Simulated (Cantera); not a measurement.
**Moist CO burnout**

An isothermal, constant-pressure homogeneous reactor starts with CO : O2 : H2O : N2 = 0.0031 : 0.017 : 0.0071 : 1 (molar parts), equivalence ratio 0.091, at 1100 K and 180 Torr.

Cantera simulation using GRI-Mech 3.0 (53 species, 325 reactions); the numbers are that mechanism's predictions, not measurements.

```json
[
 {"t (s)": "0.000200", "x CO": "0.00302", "x O2": "0.0165", "x H2O": "0.00691", "x NO": "<1e-12", "x H2": "<1e-12", "x O": "2.06e-11", "x CO2": "2.10e-11"},
 {"t (s)": "0.000436", "x CO": "0.00302", "x O2": "0.0165", "x H2O": "0.00691", "x NO": "<1e-12", "x H2": "<1e-12", "x O": "4.44e-11", "x CO2": "4.63e-11"},
 {"t (s)": "0.000950", "x CO": "0.00302", "x O2": "0.0165", "x H2O": "0.00691", "x NO": "<1e-12", "x H2": "<1e-12", "x O": "9.62e-11", "x CO2": "1.06e-10"},
 {"t (s)": "0.00207", "x CO": "0.00302", "x O2": "0.0165", "x H2O": "0.00691", "x NO": "<1e-12", "x H2": "1.36e-12", "x O": "2.26e-10", "x CO2": "2.79e-10"},
 {"t (s)": "0.00451", "x CO": "0.00302", "x O2": "0.0165", "x H2O": "0.00691", "x NO": "<1e-12", "x H2": "1.58e-11", "x O": "7.65e-10", "x CO2": "1.11e-9"},
 {"t (s)": "0.00983", "x CO": "0.00302", "x O2": "0.0165", "x H2O": "0.00691", "x NO": "<1e-12", "x H2": "3.02e-10", "x O": "7.74e-9", "x CO2": "1.27e-8"},
 {"t (s)": "0.0214", "x CO": "0.00302", "x O2": "0.0165", "x H2O": "0.00691", "x NO": "<1e-12", "x H2": "4.86e-8", "x O": "1.05e-6", "x CO2": "1.80e-6"},
 {"t (s)": "0.0467", "x CO": "0.00199", "x O2": "0.0160", "x H2O": "0.00681", "x NO": "5.67e-9", "x H2": "4.47e-5", "x O": "0.000151", "x CO2": "0.00103"},
 {"t (s)": "0.102", "x CO": "0.000455", "x O2": "0.0153", "x H2O": "0.00688", "x NO": "1.87e-8", "x H2": "1.54e-5", "x O": "4.21e-5", "x CO2": "0.00257"},
 {"t (s)": "0.222", "x CO": "9.72e-5", "x O2": "0.0151", "x H2O": "0.00691", "x NO": "2.02e-8", "x H2": "3.02e-6", "x O": "8.72e-6", "x CO2": "0.00293"},
 {"t (s)": "0.483", "x CO": "1.98e-5", "x O2": "0.0151", "x H2O": "0.00692", "x NO": "2.06e-8", "x H2": "5.81e-7", "x O": "1.81e-6", "x CO2": "0.00300"},
 {"t (s)": "1.05", "x CO": "3.78e-6", "x O2": "0.0151", "x H2O": "0.00692", "x NO": "2.08e-8", "x H2": "1.17e-7", "x O": "3.84e-7", "x CO2": "0.00302"},
 {"t (s)": "2.29", "x CO": "6.66e-7", "x O2": "0.0151", "x H2O": "0.00692", "x NO": "2.09e-8", "x H2": "2.49e-8", "x O": "8.69e-8", "x CO2": "0.00302"},
 {"t (s)": "5.00", "x CO": "1.03e-7", "x O2": "0.0151", "x H2O": "0.00692", "x NO": "2.11e-8", "x H2": "5.88e-9", "x O": "2.22e-8", "x CO2": "0.00302"}
]
```
x: mole fraction; the columns are a selection and need not sum to one.

Equilibrium at this temperature and pressure: CO 6.76e-11, O2 0.0151, H2O 0.00692, NO 2.55e-5, H2 1.53e-10, O 6.29e-10, CO2 0.00302 (gas phase only).
